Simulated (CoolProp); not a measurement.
Vapour-liquid equilibrium of CH2F2 (R32) (1) + propylene (2) at 0.494 MPa; x and y are mole fractions of (1).

The numbers come from the multi-fluid Helmholtz-energy mixture model, Tillner-Roth 1997 and Lemmon 2013; pair parameters Bell 2016 in CoolProp.

| x | bubble temperature (K) | y at the bubble point | dew temperature at overall composition x (K) | liquid density (mol/L) |
|---|---|---|---|---|
| 0.05 | 263.0 | 0.163 | 266.3 | 13.50 |
| 0.15 | 257.4 | 0.353 | 263.4 | 14.11 |
| 0.25 | 254.4 | 0.455 | 260.5 | 14.69 |
| 0.35 | 252.8 | 0.517 | 257.4 | 15.29 |
| 0.45 | 252.0 | 0.560 | 254.5 | 15.94 |
| 0.55 | 251.7 | 0.594 | 252.2 | 16.68 |
| 0.65 | 251.6 | 0.627 | 251.8 | 17.51 |
| 0.75 | 252.0 | 0.669 | 253.2 | 18.46 |
| 0.85 | 253.0 | 0.737 | 255.3 | 19.52 |
| 0.95 | 255.8 | 0.874 | 257.4 | 20.66 |

y crosses x between x = 0.55 and 0.65: the model has an azeotrope there.

Pair parameters are fitted to limited data, so mixtures are less certain than the pure fluids.
